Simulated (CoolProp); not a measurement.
Vapour-liquid equilibrium of propylene (1) + 1-butene (2) at 49.85 °C; x and y are mole fractions of (1).

Computed with CoolProp (multi-fluid Helmholtz-energy mixture model, Lemmon 2013 and Lemmon 2005; pair parameters Bell 2016).

| x | bubble pressure (MPa) | y at the bubble point | dew pressure at overall composition x (MPa) | liquid density (mol/L) |
|---|---|---|---|---|
| 0.05 | 0.6556 | 0.126 | 0.6164 | … |
| 0.15 | 0.7830 | 0.323 | 0.6688 | 10.10 |
| 0.25 | 0.9138 | 0.471 | 0.7305 | … |
| 0.35 | … | 0.586 | 0.8039 | 10.35 |
| 0.45 | 1.186 | 0.678 | 0.8929 | 10.47 |
| 0.55 | 1.329 | 0.756 | 1.003 | … |
| 0.65 | 1.476 | 0.821 | 1.140 | 10.68 |
| 0.75 | … | 0.879 | 1.317 | … |
| 0.85 | 1.790 | 0.930 | 1.549 | … |
| 0.95 | 1.959 | 0.978 | … | 10.88 |

Complete the blanks.


- 0.05, liquid density (mol/L): 9.965
- 0.25, liquid density (mol/L): 10.22
- 0.35, bubble pressure (MPa): 1.048
- 0.55, liquid density (mol/L): 10.58
- 0.75, bubble pressure (MPa): 1.630
- 0.75, liquid density (mol/L): 10.76
- 0.85, liquid density (mol/L): 10.83
- 0.95, dew pressure at overall composition x (MPa): 1.858

No azeotrope shows between x = 0.05 and 0.95.

Pair parameters are fitted to limited data, so mixtures are less certain than the pure fluids.
